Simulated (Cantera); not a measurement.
An adiabatic, constant-volume homogeneous reactor starts with CH₄ : O₂ : N₂ = 1 : 1.11 : 4.18 (molar parts), at 1325 K and 1.50 bar.

Cantera simulation using GRI-Mech 3.0 (53 species, 325 reactions); the numbers are that mechanism's predictions, not measurements.

One state of this run: T (K) = 2755; P (bar) = 3.59; x CH₄ = 2.54e-11; x O₂ = 0.000125; x H₂O = 0.143; x CH₃ = 4.48e-11; x N₂O = 6.56e-8; x C₂H = <1e-12; x H = 0.0131. x: mole fraction; the columns are a selection and need not sum to one.

Q: Which value of t (s) does it belong to?
(A) 0.00316
(B) 5.00
(C) 2.00e-6
(D) 0.000725

A: B, 5.00
